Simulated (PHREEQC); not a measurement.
A column of 0.2 m (40 cells, dispersivity 0.007 m, 720 s a shift, diffusion coefficient 3e-10 m²/s) holds 0.0084 eq of the database's cation exchanger X per kg of pore water, first in equilibrium with 0.00048 mol/kgw MgCl2, 0.0097 mol/kgw ZnSO4 and 1e-05 mol/kgw HCl. It is flushed with 4.7 mmol/kgw KCl, 3.9 mmol/kgw MnCl2 and 0.01 mmol/kgw HCl, at 25 °C. Values are for the last cell. No CO2 enters from the air. No solid was allowed to form.

Equilibrium calculation in PHREEQC: ion-association model, phreeqc.dat.

```json
[
 {"pore volumes": "0", "K in solution (mol/kgw)": "0", "Mn in solution (mol/kgw)": "0", "S in solution (mol/kgw)": "0.00970", "Mg in solution (mol/kgw)": "0.000480", "Zn in solution (mol/kgw)": "0.00970"},
 {"pore volumes": "0.2625", "K in solution (mol/kgw)": "5.82e-13", "Mn in solution (mol/kgw)": "1.66e-13", "S in solution (mol/kgw)": "0.00970", "Mg in solution (mol/kgw)": "0.000480", "Zn in solution (mol/kgw)": "0.00970"},
 {"pore volumes": "0.3875", "K in solution (mol/kgw)": "3.24e-8", "Mn in solution (mol/kgw)": "1.27e-8", "S in solution (mol/kgw)": "0.00970", "Mg in solution (mol/kgw)": "0.000480", "Zn in solution (mol/kgw)": "0.00970"},
 {"pore volumes": "0.6375", "K in solution (mol/kgw)": "5.26e-5", "Mn in solution (mol/kgw)": "2.39e-5", "S in solution (mol/kgw)": "0.00916", "Mg in solution (mol/kgw)": "0.000466", "Zn in solution (mol/kgw)": "0.00945"},
 {"pore volumes": "0.7625", "K in solution (mol/kgw)": "…", "Mn in solution (mol/kgw)": "0.000112", "S in solution (mol/kgw)": "0.00792", "Mg in solution (mol/kgw)": "0.000430", "Zn in solution (mol/kgw)": "0.00879"},
 {"pore volumes": "1.012", "K in solution (mol/kgw)": "0.00124", "Mn in solution (mol/kgw)": "0.000525", "S in solution (mol/kgw)": "0.00416", "Mg in solution (mol/kgw)": "0.000302", "Zn in solution (mol/kgw)": "0.00649"},
 {"pore volumes": "1.137", "K in solution (mol/kgw)": "0.00188", "Mn in solution (mol/kgw)": "0.000789", "S in solution (mol/kgw)": "0.00259", "Mg in solution (mol/kgw)": "0.000239", "Zn in solution (mol/kgw)": "0.00534"},
 {"pore volumes": "1.387", "K in solution (mol/kgw)": "0.00300", "Mn in solution (mol/kgw)": "0.00132", "S in solution (mol/kgw)": "0.000816", "Mg in solution (mol/kgw)": "0.000145", "Zn in solution (mol/kgw)": "0.00361"},
 {"pore volumes": "1.512", "K in solution (mol/kgw)": "0.00342", "Mn in solution (mol/kgw)": "0.00157", "S in solution (mol/kgw)": "0.000423", "Mg in solution (mol/kgw)": "0.000114", "Zn in solution (mol/kgw)": "0.00302"},
 {"pore volumes": "1.762", "K in solution (mol/kgw)": "0.00399", "Mn in solution (mol/kgw)": "0.00206", "S in solution (mol/kgw)": "0.000102", "Mg in solution (mol/kgw)": "7.04e-5", "Zn in solution (mol/kgw)": "0.00217"},
 {"pore volumes": "1.887", "K in solution (mol/kgw)": "0.00417", "Mn in solution (mol/kgw)": "0.00228", "S in solution (mol/kgw)": "4.84e-5", "Mg in solution (mol/kgw)": "5.54e-5", "Zn in solution (mol/kgw)": "0.00185"},
 {"pore volumes": "2.138", "K in solution (mol/kgw)": "…", "Mn in solution (mol/kgw)": "0.00267", "S in solution (mol/kgw)": "1.02e-5", "Mg in solution (mol/kgw)": "3.41e-5", "Zn in solution (mol/kgw)": "0.00135"},
 {"pore volumes": "2.263", "K in solution (mol/kgw)": "0.00446", "Mn in solution (mol/kgw)": "0.00284", "S in solution (mol/kgw)": "4.59e-6", "Mg in solution (mol/kgw)": "2.66e-5", "Zn in solution (mol/kgw)": "0.00116"},
 {"pore volumes": "2.513", "K in solution (mol/kgw)": "0.00455", "Mn in solution (mol/kgw)": "0.00312", "S in solution (mol/kgw)": "…", "Mg in solution (mol/kgw)": "1.60e-5", "Zn in solution (mol/kgw)": "0.000843"},
 {"pore volumes": "2.638", "K in solution (mol/kgw)": "0.00458", "Mn in solution (mol/kgw)": "0.00323", "S in solution (mol/kgw)": "3.91e-7", "Mg in solution (mol/kgw)": "1.23e-5", "Zn in solution (mol/kgw)": "0.000716"},
 {"pore volumes": "2.888", "K in solution (mol/kgw)": "0.00462", "Mn in solution (mol/kgw)": "0.00342", "S in solution (mol/kgw)": "7.30e-8", "Mg in solution (mol/kgw)": "7.24e-6", "Zn in solution (mol/kgw)": "0.000513"},
 {"pore volumes": "3.013", "K in solution (mol/kgw)": "0.00464", "Mn in solution (mol/kgw)": "0.00349", "S in solution (mol/kgw)": "3.13e-8", "Mg in solution (mol/kgw)": "5.50e-6", "Zn in solution (mol/kgw)": "0.000431"},
 {"pore volumes": "3.263", "K in solution (mol/kgw)": "0.00466", "Mn in solution (mol/kgw)": "0.00362", "S in solution (mol/kgw)": "5.67e-9", "Mg in solution (mol/kgw)": "3.14e-6", "Zn in solution (mol/kgw)": "0.000302"},
 {"pore volumes": "3.388", "K in solution (mol/kgw)": "0.00466", "Mn in solution (mol/kgw)": "0.00366", "S in solution (mol/kgw)": "2.40e-9", "Mg in solution (mol/kgw)": "2.36e-6", "Zn in solution (mol/kgw)": "0.000251"},
 {"pore volumes": "3.638", "K in solution (mol/kgw)": "0.00468", "Mn in solution (mol/kgw)": "0.00374", "S in solution (mol/kgw)": "4.26e-10", "Mg in solution (mol/kgw)": "1.31e-6", "Zn in solution (mol/kgw)": "0.000171"},
 {"pore volumes": "3.763", "K in solution (mol/kgw)": "0.00468", "Mn in solution (mol/kgw)": "0.00377", "S in solution (mol/kgw)": "1.79e-10", "Mg in solution (mol/kgw)": "9.73e-7", "Zn in solution (mol/kgw)": "0.000141"},
 {"pore volumes": "4.013", "K in solution (mol/kgw)": "0.00469", "Mn in solution (mol/kgw)": "0.00381", "S in solution (mol/kgw)": "3.14e-11", "Mg in solution (mol/kgw)": "5.28e-7", "Zn in solution (mol/kgw)": "9.38e-5"}
]
```

Task: What belongs in the gaps?

Result: 
- 0.7625, K in solution (mol/kgw): 0.000249
- 2.138, K in solution (mol/kgw): 0.00439
- 2.513, S in solution (mol/kgw): 8.97e-7
